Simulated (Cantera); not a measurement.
Input: 1 mol CuO, 5.7 mol C, 11 mol N₂, equilibrated at 0.00240 bar.

These are equilibrium values from Cantera (NASA tables, ideal gas, pure condensed phases), not measurements of a reactor. Candidate condensed phases: C, Cu, CuO, Cu₂O; 27 gas species. Equilibrium is a limit: real reactors are often held back by kinetics, nucleation or transport. All values below are at 1775 K.

Base state: N₂ 0.846, CO 0.0769, Cu 0.0768, Cu₂ 6.02e-5 (mole fractions); condensed: C(graphite).

Q: What changes in the equilibrium state with this change: pressure from 0.00240 bar to 0.0130 bar?

A: 
```tsv
species	before	after
N₂	0.846	0.888
CO	0.0769	0.0807
Cu	0.0768	0.0311
Cu₂	6.02e-5	5.34e-5
C(graphite), mol	4.70	4.70
Cu(l), mol	0	0.614
```
